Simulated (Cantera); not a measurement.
Feed: 1 mol FeS2, 1.8 mol O2, 0.28 mol CO2, equilibrated at 1375 °C and 0.220 bar.

These are equilibrium values from Cantera (NASA tables, ideal gas, pure condensed phases), not measurements of a reactor. Candidate condensed phases: C, Fe, Fe(CO)5, FeO, FeS, FeSO4, FeS2, Fe2O3, Fe2(SO4)3, Fe3O4, S; 25 gas species. The tables' stoichiometric FeO is somewhat more stable than real wüstite, so its field is too wide. FeO: taken at fixed stoichiometry. Rates play no part.

Base state: SO2 0.671, S2 0.162, CO2 0.112, CO 0.0311, SO 0.0156, S2O 0.00697, COS 0.000379, S 0.000167 (mole fractions); condensed: FeO(s).

What changes in the equilibrium state with this change: pressure from 0.220 bar to 0.0390 bar?


| species | before | after |
|---|---|---|
| SO2 | 0.671 | 0.670 |
| S2 | 0.162 | 0.158 |
| CO2 | 0.112 | 0.100 |
| CO | 0.0311 | 0.0426 |
| SO | 0.0156 | 0.0239 |
| S | 0.000167 | 0.000392 |
| COS | 0.000379 | 0.000215 |
| S2O | 0.00697 | 0.00443 |
| FeO(s), mol | 1.000 | 1.000 |

What changes in the equilibrium state with this change: temperature from 1375 °C to 1525 °C?


```csv
species,before,after
SO2,0.671,0.666
S2,0.162,0.153
CO2,0.112,0.0947
SO,0.0156,0.0321
CO,0.0311,0.0474
S,0.000167,0.000610
COS,0.000379,0.000331
S2O,0.00697,0.00647
"FeO(s), mol",1.000,0
"FeO(l), mol",0,1.000
```
